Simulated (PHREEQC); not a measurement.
Dissolve 0.27 mol/kgw ZnSO4, 0.0027 mol/kgw CaCl2, 0.00029 mol/kgw HCl and 0.00019 mol/kgw NaCl at 25 °C. Closed to the air; pH follows from the charge balance.

All values are PHREEQC results (ion-association model, wateq4f.dat), not measurements.

Task: The ionic strength comes out as 0.497 mol/kgw. What activity coefficients do H+, ZnCl+, Zn+2, SO4-2, Na+ get?

Result: H+ 0.76, ZnCl+ 0.65, Zn+2 0.25, SO4-2 0.21, Na+ 0.71.

Precipitation was switched off in this run. Complexes and solids missing from the database can't appear.
